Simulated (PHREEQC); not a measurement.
Solution (25 °C): 0.0096 mol KHCO3 and 6.6e-05 mol K2HPO4 per kg of water. Closed to the air; pH follows from the charge balance.

All values are PHREEQC results (ion-association model, wateq4f.dat), not measurements.

| quantity | before | after |
|---|---|---|
| pH | 8.26 | 8.09 |
| ionic strength (mol/kgw) | 0.00990 | 0.00991 |

Name the change that produced these shifts.
(A) K2HPO4 left out
(B) KHCO3 left out
(C) diluted 100-fold with water
(D) KHCO3 from 0.0096 to 0.096 mol/kgw
(E) temperature from 25 to 80 °C

E, temperature from 25 to 80 °C

No solid was allowed to form. H3PO4, which wateq4f.dat lacks, is added to it with the constant of phreeqc.dat. Away from 25 °C the constants follow the database's enthalpies or fits; those with neither stay at their 25 °C values.
